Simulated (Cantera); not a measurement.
Predominance diagram of Mg at 1200 K against the partial pressures of O2 and Br2 (log10, bar). Standard-state values (1 bar) from the NASA 1993 polynomials, evaluated with Cantera. Candidates: Mg(l), MgBr2(l), MgO(s). Only these pure phases compete in this equilibrium. Not in the tables: oxide halides.

Question: Which phase is stable at these pairs, and which metal-bearing vapour leads over it? (-8.8, -12.5); (-31.7, -3.5); (-10.5, -0.5); (-26.8, -9.5); (-17, -2); (-21.9, -8); (-17, -8)

Answer: 
```csv
log p(O2),log p(Br2),phase,chief vapour,log p (bar)
-8.8,-12.5,MgO(s),MgBr2,-13.1
-31.7,-3.5,MgBr2(l),MgBr2,-1.1
-10.5,-0.5,MgBr2(l),MgBr2,-1.1
-26.8,-9.5,MgO(s),MgBr2,-1.1
-17,-2,MgBr2(l),MgBr2,-1.1
-21.9,-8,MgO(s),MgBr2,-2.0
-17,-8,MgO(s),MgBr2,-4.5
```
